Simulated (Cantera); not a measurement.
Input (Python, Cantera) and output of one run.

```python
import numpy as np
import cantera as ct

gas_names = [...]  # 109 gases of nasa_gas.yaml made of C, Cl, H, Si
cond_names = """
    C(gr) C6H6(L) C7H8(L) C8H18(L),n-octa Si(cr) Si(L) SiC(b)
""".split()


# ... load() reads the species with a 1 bar reference pressure and builds the phases ...
atoms = {
    'CH3SiCl3': {'C': 1, 'H': 3, 'Si': 1, 'CL': 3},
    'C2H2': {'C': 2, 'H': 2},
    'H2': {'H': 2},
    'C3H8': {'C': 3, 'H': 8},
}
top_T = {'C(gr)': 4500, 'SiC(b)': 3050}  # K; cautious upper limits of use, not melting points


# ... equilibrate(T, P, feed) seeds the gas with the atoms and calls Mixture.equilibrate('TP', solver="vcs", rtol=1e-11, max_steps=5000) ...
results = []
feed = {'CH3SiCl3': 1, 'C2H2': 0.11, 'H2': 70, 'C3H8': 0.0056}  # mol
T = 1273.15  # K
P = 1200  # Pa
mix = equilibrate(T, P, feed)
results.append((T, P, feed, dict(zip(mix.species_names, mix.species_moles))))
print(gas.report(threshold=1e-05))
for i in range(1, mix.n_phases):
    print(f"{mix.phase(i).name:16s} {mix.phase_moles(i):12.5e} mol")
```

Output:

```
       temperature   1273.2 K
          pressure   1200 Pa
           density   0.00038893 kg/m^3
  mean mol. weight   3.4308 kg/kmol
   phase of matter   gas

                          1 kg             1 kmol
                     ---------------   ---------------
          enthalpy        7.3864e+06        2.5342e+07  J
   internal energy         4.301e+06        1.4756e+07  J
           entropy             62441        2.1423e+05  J/K
    Gibbs function       -7.2111e+07        -2.474e+08  J
 heat capacity c_p              9177             31485  J/K
 heat capacity c_v            6753.6             23170  J/K

                      mass frac. Y      mole frac. X     chem. pot. / RT
                     ---------------   ---------------   ---------------
               CH4        0.00048417        0.00010354           -47.105
               HCL           0.43567          0.040998           -41.262
                H2           0.56345           0.95888           -22.603
             SiCL2        0.00033575        1.1637e-05           -70.079
     [ +105 minor]        6.5256e-05        8.4172e-06

C(gr)             2.30127e-01 mol
Si(cr)            0.00000e+00 mol
SiC(b)            9.99046e-01 mol
```

Method: chemical equilibrium by Gibbs-energy minimisation in Cantera with the NASA 1993 tables (ideal gas, pure condensed phases). The feed counts by its element totals alone.
